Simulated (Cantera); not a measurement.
**Thermodynamics of nitride etching, feed Si3N4 + H2**

Charge: 1 mol Si3N4, 600 mol H2, held at 6.00 Pa.

Method: chemical equilibrium by Gibbs-energy minimisation in Cantera with the NASA 1993 tables (ideal gas, pure condensed phases). Candidate condensed phases: Si, Si3N4; 18 gas species. Mutual solubility and eutectic melting of coexisting phases are not modelled. Kinetics and transport are ignored.

From 900 K to 1000 K the condensed part is Si3N4(s). From 1100 K to 1200 K the condensed part is Si(s) + Si3N4(s). From 1300 K to 1600 K the condensed part is Si(s). At 1700 K nothing is condensed.

| T (K) | log p H2 | log p H | log p Si | log p N2 | log p SiH | log p Si2 | log p SiH2 | n Si3N4(s) | n Si(s) |
|---|---|---|---|---|---|---|---|---|---|
| 900 | -4.22 | -12.04 | <-16 | -12.95 | <-16 | <-16 | -15.65 | 1.000 | 0 |
| 1000 | -4.22 | -10.76 | -15.75 | -10.79 | -16.02 | <-16 | -14.25 | 1.000 | 0 |
| 1100 | -4.22 | -9.70 | -13.63 | -9.02 | -14.26 | <-16 | -13.10 | 0.995 | 0.0144 |
| 1200 | -4.22 | -8.82 | -11.86 | -7.55 | -12.79 | -15.92 | -12.15 | 0.857 | 0.428 |
| 1300 | -4.22 | -8.07 | -10.36 | -6.70 | -11.56 | -13.98 | -11.34 | 0 | 3.00 |
| 1400 | -4.22 | -7.42 | -9.08 | -6.70 | -10.50 | -12.31 | -10.65 | 0 | 2.99 |
| 1500 | -4.22 | -6.87 | -7.98 | -6.70 | -9.58 | -10.87 | -10.05 | 0 | 2.89 |
| 1600 | -4.23 | -6.38 | -7.01 | -6.70 | -8.79 | -9.61 | -9.53 | 0 | 1.99 |
| 1700 | -4.23 | -5.95 | -6.54 | -6.71 | -8.47 | -9.27 | -9.45 | 0 | 0 |
log p: log10 of the partial pressure in bar; n: condensed amount in mol.
